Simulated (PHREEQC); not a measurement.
A solution holds 3.6 mmol/kgw ZnSO4, 95 mmol/kgw CuCl2, 0.23 mmol/kgw NaF and 5.8 mmol/kgw NaCl, at 20 °C. Closed to the air; pH follows from the charge balance.

Computed with PHREEQC (ion-association model, phreeqc.dat).

pH: 4.35
ionic strength: 0.276 mol/kgw
density: 1.011 g/cm³

| species | molality | activity | log γ |
|---|---|---|---|
| Cl- | 0.185 | 0.128 | -0.159 |
| Cu+2 | 0.0829 | 0.0249 | -0.523 |
| CuCl+ | 0.00962 | 0.00670 | -0.157 |
| Na+ | 0.00602 | 0.00443 | -0.133 |
| Zn+2 | 0.00315 | 0.000846 | -0.571 |
| CuSO4 | 0.00192 | 0.00204 | 0.028 |
| SO4-2 | 0.00159 | 0.000417 | -0.582 |
| CuCl2 | 0.000410 | 0.000437 | 0.028 |
| ZnCl+ | 0.000335 | 0.000233 | -0.157 |
| F- | 0.000159 | 0.000108 | -0.166 |
| ZnSO4 | 7.45e-5 | 7.94e-5 | 0.028 |
| CuF+ | 6.34e-5 | 4.68e-5 | -0.132 |

This is a speciation only: nothing precipitates in the calculation.
